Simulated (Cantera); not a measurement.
What does this Cantera script print?

```python
import numpy as np
import cantera as ct

gas = ct.Solution("gri30.yaml")
gas.TPX = 1275, 101325, {'C2H6': 0.01, 'O2': 0.035, 'N2': 1, 'H2O': 0.01}
reactor = ct.IdealGasConstPressureReactor(gas, energy="off", clone=False)
net = ct.ReactorNet([reactor])
net.rtol, net.atol = 1e-08, 1e-18
show = ['C2H6', 'O2', 'H2O', 'C2H4', 'NO2', 'CO']
times = np.geomspace(7e-06, 90, 13)

steps = ct.SolutionArray(gas, extra=["t"])
rows = []
print(f"{'t/s':>10s}{'T/K':>9s}{'P/Pa':>11s}" + "".join(f"{s:>11s}" for s in show))
for t in times:
    while net.time < t:
        t_next = net.step()
        steps.append(gas.state, t=t_next)
    rows.append([np.interp(t, steps.t, y) for y in (steps.T, steps.P, *steps(*show).X.T)])
    print(f"{t:10.3e}{rows[-1][0]:9.1f}{rows[-1][1]:11.4g}" + "".join(f"{x:11.3e}" for x in rows[-1][2:]))
rate = np.gradient(steps.T, steps.t)
print("integrator steps:", len(steps.t))
if steps.T.max() > steps.T[0] + 200:
    print(f"time of steepest temperature rise: {steps.t[rate.argmax()]:.4e} s")
gas.TPX = 1275, 101325, {'C2H6': 0.01, 'O2': 0.035, 'N2': 1, 'H2O': 0.01}
gas.equilibrate("TP")
print(f"equilibrium (TP): T = {gas.T:.1f} K  " + "  ".join(f"{s} {gas[s].X[0]:.3e}" for s in show))
```

Result:

```
       t/s      T/K       P/Pa       C2H6         O2        H2O       C2H4        NO2         CO
 7.000e-06   1275.0  1.013e+05  9.478e-03  3.318e-02  9.479e-03  4.426e-09  3.402e-27  3.414e-13
 2.739e-05   1275.0  1.013e+05  9.476e-03  3.318e-02  9.479e-03  2.006e-07  2.985e-23  4.969e-11
 1.071e-04   1275.0  1.013e+05  9.460e-03  3.317e-02  9.481e-03  1.009e-05  7.119e-19  9.928e-09
 4.192e-04   1275.0  1.013e+05  8.436e-03  3.280e-02  9.876e-03  9.016e-04  2.013e-13  2.118e-05
 1.640e-03   1275.0  1.013e+05  3.869e-05  1.593e-02  2.598e-02  8.405e-04  6.332e-11  1.347e-02
 6.416e-03   1275.0  1.013e+05  8.357e-22  1.181e-03  3.651e-02 -3.298e-20  2.478e-10  1.393e-03
 2.510e-02   1275.0  1.013e+05 -1.395e-27  3.765e-04  3.729e-02  6.845e-26  3.190e-10  3.835e-04
 9.820e-02   1275.0  1.013e+05  1.325e-32  1.611e-04  3.754e-02  2.052e-28  4.305e-10  1.578e-04
 3.842e-01   1275.0  1.013e+05  1.817e-35  7.610e-05  3.764e-02  1.225e-30  5.347e-10  7.378e-05
 1.503e+00   1275.0  1.013e+05  5.052e-38  3.760e-05  3.769e-02  1.203e-32  5.705e-10  3.668e-05
 5.880e+00   1275.0  1.013e+05  2.084e-40  1.902e-05  3.771e-02  1.233e-34  5.088e-10  1.901e-05
 2.300e+01   1275.0  1.013e+05  1.043e-42  9.710e-06  3.772e-02  1.276e-36  3.804e-10  1.020e-05
 9.000e+01   1275.0  1.013e+05  6.683e-45  4.915e-06  3.773e-02  1.562e-38  2.415e-10  5.672e-06
integrator steps: 3015
equilibrium (TP): T = 1275.0 K  C2H6 5.714e-49  O2 1.222e-06  H2O 3.773e-02  C2H4 4.589e-42  NO2 2.592e-11  CO 1.567e-06
```

Model: GRI-Mech 3.0 (53 species, 325 reactions), integrated in Cantera. The temperature is held fixed by assumption; the heat of reaction is taken as removed at once.
